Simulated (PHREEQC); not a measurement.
1 kg of water holding 0.01 mol/kgw Na2CO3, 0.027 mol/kgw Na2SO4 and 0.28 mol/kgw NaCl is evaporated at 25 °C; the solids stay in contact with the brine. No CO2 enters from the air. Only these solids could form: Burkeite, Halite, Mirabilite, Nahcolite, Natron, Thenardite, Trona.

Equilibrium calculation in PHREEQC: Pitzer model, pitzer.dat.

| water left (kg) | ionic strength | water activity | Halite (mol) | Thenardite (mol) | Burkeite (mol) | C in solution (mol/kgw) |
|---|---|---|---|---|---|---|
| 1 | 0.390 | 0.989 | 0 | 0 | 0 | 0.0100 |
| 0.6755 | ___ | 0.984 | 0 | 0 | 0 | 0.0148 |
| 0.375 | 1.04 | 0.972 | 0 | 0 | 0 | 0.0267 |
| 0.2534 | ___ | 0.958 | 0 | 0 | 0 | ___ |
| 0.1407 | 2.78 | 0.922 | 0 | 0 | 0 | 0.0711 |
| 0.09503 | 4.11 | 0.879 | 0 | 0 | 0 | 0.105 |
| 0.05277 | 7.41 | ___ | 0 | 0 | 0 | 0.190 |
| 0.03565 | 8.15 | 0.739 | ___ | 0.00303 | 0 | 0.280 |
| 0.0198 | 8.58 | 0.736 | 0.179 | 0.0140 | 0 | 0.505 |
| 0.01339 | 8.72 | 0.735 | 0.213 | 0.0139 | 0.00221 | 0.582 |
| 0.007442 | 8.72 | 0.735 | 0.243 | 0.0108 | 0.00567 | 0.582 |
| 0.005028 | 8.72 | 0.735 | 0.255 | 0.00959 | 0.00708 | 0.582 |

**Question.** Some entries are withheld; supply them.

**Answer.** 
- 0.6755, ionic strength: 0.578
- 0.2534, ionic strength: 1.54
- 0.2534, C in solution (mol/kgw): 0.0395
- 0.05277, water activity: 0.754
- 0.03565, Halite (mol): 0.0913

Species that the database lacks are ignored.
